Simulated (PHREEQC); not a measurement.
A solution holds 160 mmol/kgw NH4HF2, 40 mmol/kgw H2SiF6, 1.85 mmol/kgw HBF4 and 2.3 mmol/kgw HCl, at 20 °C. Closed to the air; pH follows from the charge balance.

The numbers come from PHREEQC with the ion-association model, phreeqc.dat.

No solid was allowed to form.

**Question.** Order these F species by the share of F that they hold, largest first: F-, HF2-, SiF6-2, BF4-, HF.

**Answer.** SiF6-2 (42 %), HF (36 %), HF2- (12 %), F- (8.3 %), BF4- (1.3 %)

The pH is 2.33 and the ionic strength 0.206 mol/kgw. Complexes and solids missing from the database can't appear. SiF6-2 is the database's only silicon fluoride. Real BF4- forms and hydrolyses slowly; the run takes it at equilibrium.
